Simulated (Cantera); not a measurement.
Cantera run, input and output.

```python
import numpy as np
import cantera as ct

gas = ct.Solution("gri30.yaml")
gas.TPX = 1400, 21000, {'H2': 1, 'O2': 0.25, 'N2': 0.94, 'NO': 0.0042}
reactor = ct.IdealGasConstPressureReactor(gas, energy="on", clone=False)
net = ct.ReactorNet([reactor])
net.rtol, net.atol = 1e-08, 1e-16
show = ['H2', 'O2', 'NO', 'OH', 'N2O', 'H', 'HO2']
times = np.geomspace(2e-06, 3, 13)

steps = ct.SolutionArray(gas, extra=["t"])
rows = []
print(f"{'t/s':>10s}{'T/K':>9s}{'P/Pa':>11s}" + "".join(f"{s:>11s}" for s in show))
for t in times:
    while net.time < t:
        t_next = net.step()
        steps.append(gas.state, t=t_next)
    rows.append([np.interp(t, steps.t, y) for y in (steps.T, steps.P, *steps(*show).X.T)])
    print(f"{t:10.3e}{rows[-1][0]:9.1f}{rows[-1][1]:11.4g}" + "".join(f"{x:11.3e}" for x in rows[-1][2:]))
rate = np.gradient(steps.T, steps.t)
print("integrator steps:", len(steps.t))
if steps.T.max() > steps.T[0] + 200:
    print(f"time of steepest temperature rise: {steps.t[rate.argmax()]:.4e} s")
gas.TPX = 1400, 21000, {'H2': 1, 'O2': 0.25, 'N2': 0.94, 'NO': 0.0042}
gas.equilibrate("HP")
print(f"equilibrium (HP): T = {gas.T:.1f} K  " + "  ".join(f"{s} {gas[s].X[0]:.3e}" for s in show))
```

Result:

```
       t/s      T/K       P/Pa         H2         O2         NO         OH        N2O          H        HO2
 2.000e-06   1400.0    2.1e+04  4.557e-01  1.139e-01  1.914e-03  1.706e-09  3.732e-12  4.060e-08  3.788e-08
 6.542e-06   1400.0    2.1e+04  4.557e-01  1.139e-01  1.914e-03  1.036e-08  7.718e-11  1.906e-07  1.213e-07
 2.140e-05   1400.0    2.1e+04  4.557e-01  1.139e-01  1.914e-03  1.602e-07  8.322e-10  2.828e-06  3.856e-07
 6.999e-05   1403.8    2.1e+04  4.483e-01  1.111e-01  1.914e-03  2.634e-04  4.352e-08  4.614e-03  8.374e-06
 2.289e-04   1842.9    2.1e+04  1.807e-01  3.872e-03  1.962e-03  1.229e-02  3.195e-09  1.488e-01  5.493e-07
 7.489e-04   2223.6    2.1e+04  2.080e-01  2.140e-03  2.009e-03  1.483e-02  4.374e-09  9.860e-02  3.035e-07
 2.449e-03   2540.5    2.1e+04  2.280e-01  8.975e-04  1.917e-03  1.287e-02  1.813e-08  5.879e-02  2.703e-07
 8.012e-03   2635.6    2.1e+04  2.333e-01  6.119e-04  1.496e-03  1.145e-02  2.645e-08  4.730e-02  2.602e-07
 2.621e-02   2637.3    2.1e+04  2.331e-01  6.163e-04  1.228e-03  1.149e-02  2.400e-08  4.733e-02  2.627e-07
 8.572e-02   2637.4    2.1e+04  2.331e-01  6.167e-04  1.212e-03  1.150e-02  2.387e-08  4.734e-02  2.629e-07
 2.804e-01   2637.4    2.1e+04  2.331e-01  6.167e-04  1.212e-03  1.150e-02  2.387e-08  4.734e-02  2.629e-07
 9.172e-01   2637.4    2.1e+04  2.331e-01  6.167e-04  1.212e-03  1.150e-02  2.387e-08  4.734e-02  2.629e-07
 3.000e+00   2637.4    2.1e+04  2.331e-01  6.167e-04  1.212e-03  1.150e-02  2.387e-08  4.734e-02  2.629e-07
integrator steps: 1309
time of steepest temperature rise: 9.5191e-05 s
equilibrium (HP): T = 2637.4 K  H2 2.331e-01  O2 6.167e-04  NO 1.212e-03  OH 1.150e-02  N2O 2.387e-08  H 4.734e-02  HO2 2.629e-07
```

Computed with Cantera and GRI-Mech 3.0 (53 species, 325 reactions).
